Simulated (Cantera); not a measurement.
PbO + C + H2 (carbothermic reduction)

Feed: 1 mol PbO, 6.8 mol C, 13 mol H2.

Equilibrium computed with Cantera from the NASA thermochemical tables; the gas is ideal and each condensed phase is pure. Candidate condensed phases: C, C6H6, C7H8, C8H18, H2O, Pb, PbO, PbO2, Pb3O4; 113 gas species. Equilibrium is a limit: real reactors are often held back by kinetics, nucleation or transport.

**Question.** Map the stable condensed phases over T = 800, 1000, 1200, 1400, 1600, 1800, 2000, 2200, 2400, 2600 K and P in Pa = 10, 42, 180, 750, 3200, 13000, 56000, 240000, 1000000.

**Answer.** 
```
T in K \ P in Pa
              10      42     180     750    3200   13000   56000  240000 1000000
   2600        A       A       A       A       A       A       A       A       A
   2400        A       A       A       A       A       A       A       A       A
   2200        A       A       A       A       A       A       A       A       A
   2000        A       A       A       A       A       A       A       A       A
   1800        A       A       A       A       A       A       A       A       B
   1600        A       A       A       A       A       A       A       B       B
   1400        A       A       A       A       A       A       B       B       B
   1200        A       A       A       A       B       B       B       B       B
   1000        A       B       B       B       B       B       B       B       B
    800        B       B       B       B       B       B       B       B       B
```
A: C; B: C + Pb.
